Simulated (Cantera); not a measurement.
**Thermodynamics of hydrogen reduction and annealing atmospheres, feed Al₂O₃ + H₂ + N₂**

Feed: 1 mol Al₂O₃, 280 mol H₂, 10 mol N₂, at 59.0 Pa.

Method: chemical equilibrium by Gibbs-energy minimisation in Cantera with the NASA 1993 tables (ideal gas, pure condensed phases). Candidate condensed phases: Al, AlN, Al₂O₃, H₂O; 35 gas species. The tables' values for AlOH are old estimates; treat these amounts as uncertain. Kinetics and transport are ignored.

```
T (K)  log p H₂  log p H  log p N₂  log p H₂O  log p Al  log p Al₂O  log p AlOH  log p OH  n Al₂O₃(s)
-----  --------  -------  --------  ---------  --------  ----------  ----------  --------  ----------
1325      -3.24    -7.41     -4.69      -9.85    -10.80      -12.76      -12.30      <-15       1.000
1375      -3.24    -7.09     -4.69      -9.70     -9.91      -11.62      -11.64      <-15       1.000
1425      -3.24    -6.79     -4.69      -9.28     -9.49      -11.11      -11.17    -14.49       1.000
1475      -3.24    -6.51     -4.69      -8.90     -9.10      -10.64      -10.73    -13.74       1.000
1525      -3.24    -6.25     -4.69      -8.53     -8.74      -10.20      -10.31    -13.05       1.000
1575      -3.25    -6.00     -4.69      -8.20     -8.41       -9.80       -9.93    -12.40       0.999
1625      -3.25    -5.77     -4.69      -7.88     -8.09       -9.42       -9.57    -11.78       0.998
1675      -3.25    -5.56     -4.69      -7.58     -7.80       -9.06       -9.23    -11.21       0.995
1725      -3.25    -5.36     -4.69      -7.30     -7.52       -8.72       -8.92    -10.67       0.991
1775      -3.25    -5.16     -4.69      -7.04     -7.26       -8.41       -8.62    -10.16       0.984
1825      -3.25    -4.98     -4.70      -6.79     -7.02       -8.12       -8.34     -9.68       0.971
1875      -3.26    -4.81     -4.70      -6.56     -6.79       -7.84       -8.08     -9.22       0.950
1925      -3.26    -4.65     -4.70      -6.34     -6.57       -7.58       -7.83     -8.79       0.916
1975      -3.27    -4.50     -4.70      -6.13     -6.37       -7.34       -7.60     -8.38       0.861
```
log p: log10 of the partial pressure in bar; n: condensed amount in mol.

From 1325 K to 1975 K the condensed part is Al₂O₃(s). The main Al-bearing gas is Al throughout.
